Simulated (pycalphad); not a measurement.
CALPHAD calculation (pycalphad, COST 507 light-alloy database (1999)), 1 atm. These are 1990s assessments: newer ones move some temperatures and phases. Phase fractions are per mole of atoms.

Question: Give the equilibrium state of Si-2.39C (at.%) at 1600 K.

Answer: DIAMOND_A4, fraction 0.952, with <0.01 C at.%; CSI, fraction 0.048, with 50.0 C at.%.

Question: Give the equilibrium state of Si-2.39C (at.%) at 2000 K.

Answer: LIQUID, fraction 0.953, with 0.05 C at.%; CSI, fraction 0.047, with 50.0 C at.%.

Database names, with the compositions (at.%) that they take in these runs: CSI: Si 50 C 50. DIAMOND_A4 is diamond (Si).
